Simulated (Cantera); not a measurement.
Charge: 1 mol Zr, 0.18 mol H₂O, 0.79 mol N₂.

Equilibrium computed with Cantera from the NASA thermochemical tables; the gas is ideal and each condensed phase is pure. Candidate condensed phases: H₂O, Zr, ZrN, ZrO₂; 28 gas species. Mutual solubility and eutectic melting of coexisting phases are not modelled. ZrN: taken at fixed stoichiometry. Condensed phases not in the tables: solid solutions among these carbides, nitrides and lower oxides. Rates play no part.

Stable condensed phases, one row left out:

```
T in °C \ P in Pa
            0.10       1      10     100    1000   10000  100000 1000000
   2250        A       B       B       C       C       C       C       C
   2050        B       B       C       C       C       C       C       C
   1950        B       C       C       C       C       C       C       C
   1850        C       C       C       C       C       C       C       C
   1750        C       C       C       C       C       C       C       C
   1650        C       C       C       C       C       C       C       C
   1550        C       C       C       C       C       C       C       C
   1450        C       C       C       C       C       C       C       C
   1350        C       C       C       C       C       C       C       C
   1250        C       C       C       C       C       C       C       C
   1150        C       C       C       C       C       C       C       C
```

A: gas only; B: ZrN; C: ZrN + ZrO₂.

Give the row for 2150 °C.

0.10: gas only; 1: ZrN; 10: ZrN + ZrO₂; 100: ZrN + ZrO₂; 1000: ZrN + ZrO₂; 10000: ZrN + ZrO₂; 100000: ZrN + ZrO₂; 1000000: ZrN + ZrO₂.
